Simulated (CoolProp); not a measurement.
A closed Brayton cycle with carbon dioxide: compressor inlet 329.15 K and 9 MPa, high pressure 28.1 MPa, turbine inlet 975 K, compressor efficiency 0.8, turbine efficiency 0.9, recuperator effectiveness 0.95 (on enthalpy, no pinch check). Each further row changes one setting.

Values from CoolProp's reference Helmholtz-energy equation of state, Span 1996.

| case | thermal efficiency (%) | net work (kJ/kg) | compressor to turbine work | compressor exit (K) | turbine exit (K) |
|---|---|---|---|---|---|
| as stated | … | 114 | 0.36 | 425.2 | 824.2 |
| turbine inlet 925 K | 38.2 | 104 | 0.38 | 425.2 | 779.3 |
| compressor inlet 339.15 K | … | 105 | 0.41 | … | 824.2 |
| high pressure 23.9 MPa | 39.5 | 101 | … | 411.0 | 844.8 |
| recuperator effectiveness 0.5 | … | 114 | 0.36 | 425.2 | 824.2 |

Task: Some entries are withheld; supply them.

Result: 
- as stated, thermal efficiency (%): 40.0
- compressor inlet 339.15 K, thermal efficiency (%): 38.6
- compressor inlet 339.15 K, compressor exit (K): 443.7
- high pressure 23.9 MPa, compressor to turbine work: 0.34
- recuperator effectiveness 0.5, thermal efficiency (%): 23.0
